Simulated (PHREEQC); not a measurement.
A solution holds 0.22 mol CuSO4 and 0.0024 mol HCl per kg of water, at 25 °C. Closed to the air; pH follows from the charge balance.

All values are PHREEQC results (ion-association model, phreeqc.dat), not measurements.

Each row changes one thing in this solution. No solid was allowed to form.

| case | pH | ionic strength (mol/kgw) | CuSO4 (mol/kgw) | Cu+2 (mol/kgw) | SO4-2 (mol/kgw) | HSO4- (mol/kgw) |
|---|---|---|---|---|---|---|
| as made | 3.25 | 0.416 | 0.116 | 0.104 | 0.103 | 0.00168 |
| HCl replaced by PbCl2 at the same molality | 4.41 | 0.418 | 0.115 | 0.104 | 0.102 | 0.000116 |
| HCl left out | 4.42 | 0.415 | 0.116 | 0.104 | 0.104 | 0.000117 |
| CuSO4 from 0.22 to 0.33 mol/kgw | 3.32 | 0.600 | 0.179 | 0.150 | 0.149 | 0.00178 |

Some of these states are supersaturated (in Anglesite, for instance).
